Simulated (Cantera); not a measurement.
**Adiabatic ignition**

An adiabatic, constant-pressure homogeneous reactor starts with CO : H2 : O2 : N2 = 1 : 0.69 : 1.92 : 7.22 (molar parts), at 1150 K and 5.00 bar.

Computed with Cantera and GRI-Mech 3.0 (53 species, 325 reactions). The hydrogen kinetics of GRI-Mech 3.0 are dated; newer H2 mechanisms differ, most at raised pressure.

| t (s) | T (K) | x CO | x H2 | x O2 | x N2O | x O |
|---|---|---|---|---|---|---|
| 4.00e-6 | 1150 | 0.0923 | 0.0637 | 0.177 | <1e-12 | 7.57e-9 |
| 8.62e-6 | 1150 | 0.0923 | 0.0637 | 0.177 | <1e-12 | 2.79e-8 |
| 1.86e-5 | 1150 | 0.0923 | 0.0637 | 0.177 | 6.13e-12 | 2.82e-7 |
| 4.00e-5 | 1156 | 0.0922 | 0.0628 | 0.177 | 8.84e-10 | 4.19e-5 |
| 8.62e-5 | 2193 | 0.00958 | 0.000893 | 0.109 | 2.25e-6 | 0.00348 |
| 0.000186 | 2284 | 0.00198 | 0.000220 | 0.107 | 1.39e-6 | 0.000831 |
| 0.000400 | 2290 | 0.00148 | 0.000181 | 0.107 | 1.18e-6 | 0.000691 |
| 0.000862 | 2290 | 0.00148 | 0.000181 | 0.107 | 1.18e-6 | 0.000689 |
| 0.00186 | 2290 | 0.00147 | 0.000180 | 0.107 | 1.18e-6 | 0.000687 |
| 0.00400 | 2289 | 0.00147 | 0.000180 | 0.107 | 1.17e-6 | 0.000683 |
| 0.00862 | 2287 | 0.00145 | 0.000178 | 0.106 | 1.17e-6 | 0.000675 |
| 0.0186 | 2284 | 0.00143 | 0.000176 | 0.105 | 1.16e-6 | 0.000660 |
| 0.0400 | 2279 | 0.00139 | 0.000172 | 0.104 | 1.16e-6 | 0.000636 |
| 0.0862 | 2273 | 0.00136 | 0.000168 | 0.103 | 1.16e-6 | 0.000613 |
| 0.186 | 2271 | 0.00134 | 0.000166 | 0.102 | 1.17e-6 | 0.000602 |
| 0.400 | 2271 | 0.00134 | 0.000166 | 0.102 | 1.17e-6 | 0.000601 |
x: mole fraction; the columns are a selection and need not sum to one.

```
Quantity                                                              Result
---------------------------------  -----------------------------------------
time of steepest temperature rise                                    51.6 µs
temperature at 0.400 s                                                2271 K
equilibrium temperature                                               2271 K
x(CO) at 0.400 s                     0.00134 (gas-phase equilibrium 0.00134)
x(H2) at 0.400 s                   0.000166 (gas-phase equilibrium 0.000166)
x(O2) at 0.400 s                         0.102 (gas-phase equilibrium 0.102)
```
